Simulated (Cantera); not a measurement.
Input (Python, Cantera) and output of one run.

```python
import numpy as np
import cantera as ct

gas_names = [...]  # 115 gases of nasa_gas.yaml made of C, Ca, H, O
cond_names = """
    C(gr) C6H6(L) C7H8(L) C8H18(L),n-octa Ca(a) Ca(b) Ca(L) CaCO3(caL) CaO(s) CaO(L) CaO2H2(s) H2O(s)
    H2O(L)
""".split()


# ... load() reads the species with a 1 bar reference pressure and builds the phases ...
atoms = {
    'CaCO3': {'Ca': 1, 'C': 1, 'O': 3},
    'CO2': {'C': 1, 'O': 2},
    'H2': {'H': 2},
}
top_T = {'C(gr)': 4500}  # K; cautious upper limits of use, not melting points


# ... equilibrate(T, P, feed) seeds the gas with the atoms and calls Mixture.equilibrate('TP', solver="vcs", rtol=1e-11, max_steps=5000) ...
results = []
T = 2198  # K
P = 13332.2  # Pa
for m in [0.34, 0.51, 0.75, 1.1, 1.6, 2.4, 3.6]:
    feed = {'CaCO3': 1, 'CO2': 0.18, 'H2': m}  # mol
    mix = equilibrate(T, P, feed)
    results.append((T, P, feed, dict(zip(mix.species_names, mix.species_moles))))

top = {s: max(r[3][s] / sum(r[3][g] for g in gas_names) for r in results) for s in gas_names}
cols = sorted((s for s in top if top[s] > 1e-06), key=lambda s: -top[s])[:8]
seen = [c for c in cond_names if any(r[3].get(c, 0) > 1e-12 for r in results)]
print("log10 of partial pressures in bar; condensed amounts in mol")
print(f"{'n(H2)':>10s}" + "".join(f"{s[:9]:>10s}" for s in cols + seen))
for T, P, feed, n in results:
    ng = sum(n[g] for g in gas_names)
    print(f"{feed['H2']:10.4g}" + "".join(f"{np.log10(max(n[s] / ng * P / 1e5, 1e-99)):10.3f}" for s in cols)
          + "".join(f"{n.get(c, 0):10.4g}" for c in seen))
```

It prints:

```
log10 of partial pressures in bar; condensed amounts in mol
     n(H2)       CO2        H2        CO       H2O         H        OH        O2         O    CaO(s)
      0.34    -1.127    -2.706    -1.547    -1.563    -3.607    -3.321    -3.611    -4.379    0.9998
      0.51    -1.246    -2.370    -1.443    -1.451    -3.439    -3.377    -4.058    -4.603    0.9998
      0.75    -1.414    -2.051    -1.369    -1.374    -3.280    -3.459    -4.542    -4.844    0.9997
       1.1    -1.646    -1.751    -1.336    -1.339    -3.130    -3.574    -5.072    -5.109    0.9996
       1.6    -1.926    -1.502    -1.352    -1.354    -3.005    -3.714    -5.601    -5.374    0.9994
       2.4    -2.260    -1.300    -1.418    -1.419    -2.904    -3.880    -6.136    -5.641    0.9993
       3.6    -2.601    -1.162    -1.520    -1.521    -2.835    -4.051    -6.615    -5.881     0.999
```

These are equilibrium values from Cantera (NASA tables, ideal gas, pure condensed phases), not measurements of a reactor.
